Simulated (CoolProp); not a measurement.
Methanol at several states: Z from the reference equation and from simpler models built on Tc = 513.4 K, pc = 8.216 MPa, ω = 0.565; each cubic takes its own stable root.

Computed with CoolProp (reference Helmholtz-energy equation of state, de Reuck 1993).

```tsv
T (K)	p (MPa)	phase	reference	van der Waals	Peng-Robinson
561.3	1.04	gas	___	0.9691	0.9652
492.1	3.15	gas	0.8098	0.8565	0.8102
209.4	1.04	liquid	0.02196	0.04509	___
277.3	29.7	liquid	0.4980	0.9961	0.5867
580.7	0.109	gas	0.9974	0.9971	0.9968
182.8	1.32	liquid	___	0.06401	0.03733
```

Question: Complete the blanks.

Answer: 
- 561.3, reference: 0.9711
- 209.4, Peng-Robinson: 0.02608
- 182.8, reference: 0.03098
